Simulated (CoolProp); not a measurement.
Vapour-liquid equilibrium of diethyl ether (1) + benzene (2) at 1.13 MPa; x and y are mole fractions of (1).

Computed with CoolProp (multi-fluid Helmholtz-energy mixture model, Thol 2014 and Thol 2012; pair parameters Bell 2016).

Problem. Give the bubble temperature and the first vapour's composition at x = 0.05, 0.125, 0.575. Is there an azeotrope?

Solution. x = 0.05: 454.3 K, y = 0.105; x = 0.125: 448.1 K, y = 0.243; x = 0.575: 418.7 K, y = 0.762. No azeotrope shows between x = 0.05 and 0.95.

Pair parameters are fitted to limited data, so mixtures are less certain than the pure fluids.
